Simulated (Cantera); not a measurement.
A perfectly stirred reactor is fed with NO : N₂ = 1 : 9.3 (molar parts), at 1.00 atm; it is held at 2000 K, and followed from long to short residence time.

Detailed kinetics in Cantera: GRI-Mech 3.0 (53 species, 325 reactions).

Q: What does this change do: pressure from 1.00 atm to 1.48 atm?

A: 
```tsv
quantity	before	after
x(NO) at τ = 0.440 s	0.0831	0.0789
x(N₂O) at τ = 0.440 s	3.38e-6	3.15e-6
x(NO₂) at τ = 0.440 s	2.85e-5	3.69e-5
x(N₂) at τ = 0.440 s	0.910	0.912
x(O) at τ = 0.440 s	6.17e-5	5.65e-5
x(NO) at τ = 63.0 ms	0.0951	0.0943
x(N₂O) at τ = 63.0 ms	4.38e-6	4.42e-6
x(NO₂) at τ = 63.0 ms	1.80e-5	2.35e-5
x(N₂) at τ = 63.0 ms	0.904	0.904
x(O) at τ = 63.0 ms	3.48e-5	3.06e-5
```

Q: What does this change do: temperature 2000 to 1475 K?

A: 
| quantity | before | after |
|---|---|---|
| x(NO) at τ = 0.440 s | 0.0831 | 0.0970 |
| x(N₂O) at τ = 0.440 s | 3.38e-6 | 2.80e-6 |
| x(NO₂) at τ = 0.440 s | 2.85e-5 | 2.09e-5 |
| x(N₂) at τ = 0.440 s | 0.910 | 0.903 |
| x(O) at τ = 0.440 s | 6.17e-5 | 5.22e-8 |
| x(NO) at τ = 63.0 ms | 0.0951 | 0.0971 |
| x(N₂O) at τ = 63.0 ms | 4.38e-6 | 1.75e-6 |
| x(NO₂) at τ = 63.0 ms | 1.80e-5 | 5.76e-6 |
| x(N₂) at τ = 63.0 ms | 0.904 | 0.903 |
| x(O) at τ = 63.0 ms | 3.48e-5 | 1.74e-8 |
